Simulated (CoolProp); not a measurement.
Properties of R1234yf along the isobar 13000 kPa.

Values from CoolProp's reference Helmholtz-energy equation of state, Lemmon 2022.

| T (K) | phase | density (kg/m³) | speed of sound (m/s) | viscosity (µPa s) | conductivity (mW/(m K)) | fugacity coefficient |
|---|---|---|---|---|---|---|
| 206.3 | liquid | 1386 | 923.5 | 603 | 100 | 0.001955 |
| 216.2 | liquid | 1363 | 882.1 | 513 | 96.7 | 0.003508 |
| 226 | liquid | 1340 | 842.0 | 444 | 93.4 | 0.005883 |
| 235.9 | liquid | 1317 | 802.4 | 387 | 90.1 | 0.009397 |
| 245.8 | liquid | 1293 | 763.9 | 341 | 86.9 | 0.01432 |
| 255.7 | liquid | 1269 | … | 302 | 83.9 | … |
| 265.5 | liquid | 1245 | 690.1 | 270 | 80.9 | 0.02941 |
| 275.4 | liquid | 1220 | 654.4 | 242 | 78.1 | 0.04016 |
| 285.3 | liquid | 1194 | 619.7 | 217 | 75.3 | … |
| 295.2 | liquid | 1168 | 585.9 | 196 | 72.7 | 0.06898 |

### Question
What belongs in the gaps?

### Answer

- 255.7, speed of sound (m/s): 726.3
- 255.7, fugacity coefficient: 0.02093
- 285.3, fugacity coefficient: 0.05331

Viscosity comes from a separate model (Bell 2016), an estimate that may be off by 10 % or more. Thermal conductivity comes from a separate model (Perkins 2011).
